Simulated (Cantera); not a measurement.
## Ignition delay

Mixture: 7.41 % CH4, 18.5 % O2, 74.1 % N2, equivalence ratio 0.80, at 3230 Torr, adiabatic and at constant volume. Ignition delay is the time to a rise of 400 K.

Computed with Cantera and GRI-Mech 3.0 (53 species, 325 reactions).

```csv
T0 (K),delay (ms)
1048,91.9
1098,43.3
1148,21.3
1198,10.9
1248,5.71
1298,3.10
1348,1.73
```

```json
{
  "apparent activation energy between 1248 and 1348 K": "170 kJ/mol"
}
```
